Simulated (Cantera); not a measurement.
Feed: 1 mol TiO₂, a varied amount of H₂, 0.35 mol H₂O, at 1277 °C and 0.293 Torr.

These are equilibrium values from Cantera (NASA tables, ideal gas, pure condensed phases), not measurements of a reactor. Candidate condensed phases: H₂O, Ti, TiO, TiO₂, Ti₂O₃, Ti₃O₅, Ti₄O₇; 12 gas species. Kinetics and transport are ignored.

Q: At 720 mol H₂, list the 3 most abundant gas species with their mole fractions, and the condensed phases.

A: H₂ 0.997, H 0.00159, H₂O 0.000948. Condensed: Ti₃O₅(s).
